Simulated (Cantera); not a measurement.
A Cantera script and what it prints.

```python
import numpy as np
import cantera as ct

gas_names = [...]  # 109 gases of nasa_gas.yaml made of C, Cl, H, Si
cond_names = """
    C(gr) C6H6(L) C7H8(L) C8H18(L),n-octa Si(cr) Si(L) SiC(b)
""".split()


# ... load() reads the species with a 1 bar reference pressure and builds the phases ...
atoms = {
    'CCl4': {'C': 1, 'CL': 4},
    'Si': {'Si': 1},
    'H2': {'H': 2},
}
top_T = {'C(gr)': 4500, 'SiC(b)': 3050}  # K; cautious upper limits of use, not melting points


# ... equilibrate(T, P, feed) seeds the gas with the atoms and calls Mixture.equilibrate('TP', solver="vcs", rtol=1e-11, max_steps=5000) ...
results = []
feed = {'CCl4': 1, 'Si': 0.55, 'H2': 6}  # mol
P = 41  # Pa
for T in [1048, 1073, 1098, 1123, 1148, 1173, 1198, 1223, 1248]:
    mix = equilibrate(T, P, feed)
    results.append((T, P, feed, dict(zip(mix.species_names, mix.species_moles))))

top = {s: max(r[3][s] / sum(r[3][g] for g in gas_names) for r in results) for s in gas_names}
cols = sorted((s for s in top if top[s] > 1e-06), key=lambda s: -top[s])[:9]
seen = [c for c in cond_names if any(r[3].get(c, 0) > 1e-12 for r in results)]
print("log10 of partial pressures in bar; condensed amounts in mol")
print(f"{'T/K':>10s}" + "".join(f"{s[:9]:>10s}" for s in cols + seen))
for T, P, feed, n in results:
    ng = sum(n[g] for g in gas_names)
    print(f"{T:10.4g}" + "".join(f"{np.log10(max(n[s] / ng * P / 1e5, 1e-99)):10.3f}" for s in cols)
          + "".join(f"{n.get(c, 0):10.4g}" for c in seen))
```

Result:

```
log10 of partial pressures in bar; condensed amounts in mol
       T/K        H2       HCL     SiCL4     SiCL2     SiCL3    SiHCL3         H        CL       CH4     C(gr)    SiC(b)
      1048    -3.640    -3.767    -5.029    -6.859    -6.575    -6.891    -9.932   -10.099    -8.513    0.6386    0.3613
      1073    -3.652    -3.746    -5.162    -6.701    -6.534    -6.979    -9.679    -9.818    -8.641    0.5934    0.4065
      1098    -3.661    -3.730    -5.309    -6.560    -6.509    -7.077    -9.437    -9.554    -8.759    0.5575    0.4425
      1123    -3.668    -3.718    -5.467    -6.435    -6.498    -7.183    -9.205    -9.306    -8.869    0.5304    0.4695
      1148    -3.674    -3.710    -5.634    -6.322    -6.500    -7.295    -8.982    -9.073    -8.971    0.5114    0.4886
      1173    -3.678    -3.705    -5.806    -6.221    -6.510    -7.411    -8.767    -8.853    -9.066    0.4988    0.5012
      1198    -3.680    -3.701    -5.979    -6.129    -6.527    -7.528    -8.561    -8.644    -9.155    0.4912    0.5088
      1223    -3.682    -3.699    -6.152    -6.044    -6.549    -7.645    -8.363    -8.445    -9.238    0.4872    0.5127
      1248    -3.682    -3.698    -6.322    -5.965    -6.573    -7.760    -8.172    -8.255    -9.318    0.4859    0.5141
```

Method: chemical equilibrium by Gibbs-energy minimisation in Cantera with the NASA 1993 tables (ideal gas, pure condensed phases). The tables' values for SiCl3 are old estimates; treat these amounts as uncertain.
